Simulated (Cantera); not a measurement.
Charge: 1 mol B₂H₆, 12 mol H₂O, 2.3 mol N₂, at 17.0 mbar.

Cantera equilibrium calculation (NASA polynomials, part measured and part estimated; ideal gas, pure solids and liquids). Candidate condensed phases: B, BN, B₂O₃, B₃O₃H₃, H₂O; 39 gas species. The feed counts by its element totals alone. The numbers say what is thermodynamically allowed, not how fast it happens. All values below are at 1952 °C.

Base state: H₂O 0.428, H₂ 0.311, N₂ 0.123, HBO₂ 0.0977, H 0.0277, OH 0.00552, B₂O₃ 0.00321, BO₂ 0.00152 (mole fractions); condensed: gas only.

**Question.** What changes in the equilibrium state with this change: H₂O from 12 to 1.7 mol?

**Answer.** 
| species | before | after |
|---|---|---|
| H₂ | 0.311 | 0.518 |
| N₂ | 0.123 | 0.265 |
| HBO | 0.000797 | 0.0834 |
| H₂O | 0.428 | 1.33e-5 |
| B₂O₂ | 4.11e-6 | 0.0271 |
| HBO₂ | 0.0977 | 0.000191 |
| BO | 0.000844 | 0.0686 |
| H | 0.0277 | 0.0357 |
| B₂O | <1e-9 | 0.00122 |
| BH₂ | <1e-9 | 0.000563 |
| BN(s), mol | 0 | 0.289 |
The tables' values for BH₂ are old estimates; treat these amounts as uncertain.
